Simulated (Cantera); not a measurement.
Charge: 1 mol CH3Cl, 0.9 mol F2, 0.25 mol H2, at 0.200 bar.

Cantera equilibrium calculation (NASA polynomials, part measured and part estimated; ideal gas, pure solids and liquids). Candidate condensed phases: C, C6H6, C7H8, C8H18; 135 gas species. Ions and electrons are included (thermal ionisation). Kinetics and transport are ignored. All values below are at 2227 °C.

Base state: HF 0.556, HCl 0.277, H2 0.114, Cl 0.0326, H 0.0190, C2H2 (acetylene) 0.00123, F 0.000194, C2HCl 3.43e-5 (mole fractions); condensed: C(graphite).

Problem. What changes in the equilibrium state with this change: CH3Cl replaced by CH3F?

Solution. 
| species | before | after |
|---|---|---|
| HF | 0.556 | 0.880 |
| H2 | 0.114 | 0.100 |
| H | 0.0190 | 0.0178 |
| HCl | 0.277 | 0 |
| Cl | 0.0326 | 0 |
| C2HCl | 3.43e-5 | 0 |
| Cl2 | 1.81e-5 | 0 |
| CF | 6.32e-6 | 1.07e-5 |
| F | 0.000194 | 0.000327 |
| C2H2 (acetylene) | 0.00123 | 0.00108 |
| C(graphite), mol | 0.992 | 0.993 |
